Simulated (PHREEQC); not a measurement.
**Metal-bearing waste water**

Solution (57 °C): 0.063 mol NiSO4, 0.00024 mol CaCl2, 0.014 mol HCl and 0.0015 mol Na2SO4 per kg of water. Closed to the air; pH follows from the charge balance.

The numbers come from PHREEQC with the ion-association model, wateq4f.dat.

This is a speciation only: nothing precipitates in the calculation.

Problem. What pH, ionic strength does the model give?

Solution. pH 2.44; ionic strength 0.150 mol/kgw.

Problem. In which forms is Ca present?

Solution. Ca+2 56 %, CaSO4 42 %, CaHSO4+ 2.1 % of the Ca.

Species that the database lacks are ignored. At this temperature some constants are extrapolated from 25 °C, and those without enthalpy data are left unchanged.
